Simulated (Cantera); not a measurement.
Feed: 1 mol CaS, 0.067 mol SO3, 0.13 mol O2, at 1848.15 K and 0.220 bar.

Cantera equilibrium calculation (NASA polynomials, part measured and part estimated; ideal gas, pure solids and liquids). Candidate condensed phases: Ca, CaO, CaS, CaSO4, S; 14 gas species. Mutual solubility and eutectic melting of coexisting phases are not modelled. Equilibrium is a limit: real reactors are often held back by kinetics, nucleation or transport.

Base state: SO2 0.826, S2 0.125, SO 0.0423, S2O 0.00616, S 0.000818 (mole fractions); condensed: CaO(s) + CaS(s).

### Question
What changes in the equilibrium state with this change: pressure from 0.220 bar to 0.0560 bar?

### Answer
```tsv
species	before	after
SO2	0.826	0.746
S2	0.125	0.185
SO	0.0423	0.0623
S	0.000818	0.00197
S2O	0.00616	0.00556
CaO(s), mol	0.144	0.162
CaS(s), mol	0.856	0.838
```
